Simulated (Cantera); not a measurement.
A closed system holds: 1 mol HCl, 1.8 mol H2O, 1.6 mol N2, held at 3200 K and 310000 Pa.

Cantera equilibrium calculation (NASA polynomials, part measured and part estimated; ideal gas, pure solids and liquids). Candidate condensed phases: H2O, NH4Cl; 29 gas species. Equilibrium is a limit: real reactors are often held back by kinetics, nucleation or transport.

Base state: N2 0.316, H2O 0.249, HCl 0.148, H2 0.0902, Cl 0.0529, OH 0.0508, H 0.0479, O2 0.0175 (mole fractions); condensed: gas only.

Q: What changes in the equilibrium state with this change: temperature from 3200 K to 1973.15 K?

A: 
| species | before | after |
|---|---|---|
| H2O | 0.249 | 0.407 |
| N2 | 0.316 | 0.363 |
| HCl | 0.148 | 0.224 |
| H2 | 0.0902 | 0.00264 |
| O | 0.0162 | 6.34e-6 |
| H | 0.0479 | 3.94e-5 |
| OH | 0.0508 | 0.000577 |
| NO | 0.0110 | 0.000216 |
| O2 | 0.0175 | 0.000423 |
| Cl | 0.0529 | 0.00250 |
| N | 1.49e-5 | <1e-9 |
| HO2 | 1.94e-5 | 6.48e-8 |
| ClO | 0.000103 | 1.40e-6 |
| HOCl | 2.15e-5 | 3.50e-6 |
| Cl2 | 4.98e-5 | 4.39e-5 |
